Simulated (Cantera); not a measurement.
Equilibrium for silicates and aluminates: SiO2 + MgO + N2

Feed: 1 mol SiO2, a varied amount of MgO, 3 mol N2, equilibrated at 1698.15 K and 13.3 mbar.

Equilibrium computed with Cantera from the NASA thermochemical tables; the gas is ideal and each condensed phase is pure. Candidate condensed phases: Mg, MgO, MgSiO3, Mg2SiO4, Si, SiO2, Si2N2O, Si3N4; 20 gas species. Mutual solubility and eutectic melting of coexisting phases are not modelled. The tables hold silica as quartz up to 1696 K and as liquid above; real silica turns to tridymite and cristobalite and melts near 1996 K. Condensed phases not in the tables: alloys, solid solutions and most ternary compounds. The numbers say what is thermodynamically allowed, not how fast it happens.

| n(MgO) (mol) | x N2 | x SiO | x NO | x O2 | x Mg | n MgSiO3(s) | n SiO2(condensed) | n Mg2SiO4(s) |
|---|---|---|---|---|---|---|---|---|
| 0.16 | 1.000 | 5.35e-6 | 4.49e-6 | 4.03e-7 | 1.94e-7 | 0.160 | 0.840 | 0 |
| 0.22 | 1.000 | 5.35e-6 | 4.49e-6 | 4.03e-7 | 1.94e-7 | 0.220 | 0.780 | 0 |
| 0.3 | 1.000 | 5.35e-6 | 4.49e-6 | 4.03e-7 | 1.94e-7 | 0.300 | 0.700 | 0 |
| 0.41 | 1.000 | 5.35e-6 | 4.49e-6 | 4.03e-7 | 1.94e-7 | 0.410 | 0.590 | 0 |
| 0.56 | 1.000 | 5.35e-6 | 4.49e-6 | 4.03e-7 | 1.94e-7 | 0.560 | 0.440 | 0 |
| 0.77 | 1.000 | 5.35e-6 | 4.49e-6 | 4.03e-7 | 1.94e-7 | 0.770 | 0.230 | 0 |
| 1.1 | 1.000 | 4.86e-6 | 4.19e-6 | 3.49e-7 | 2.46e-7 | 0.900 | 0 | 0.100 |
| 1.4 | 1.000 | 4.86e-6 | 4.19e-6 | 3.49e-7 | 2.46e-7 | 0.600 | 0 | 0.400 |
x: gas mole fraction; n: condensed amount in mol.

From 0.16 mol MgO to 0.77 mol MgO the condensed part is MgSiO3(s) + SiO2(condensed). From 1.1 mol MgO to 1.4 mol MgO the condensed part is MgSiO3(s) + Mg2SiO4(s). The main Si-bearing gas is SiO throughout.
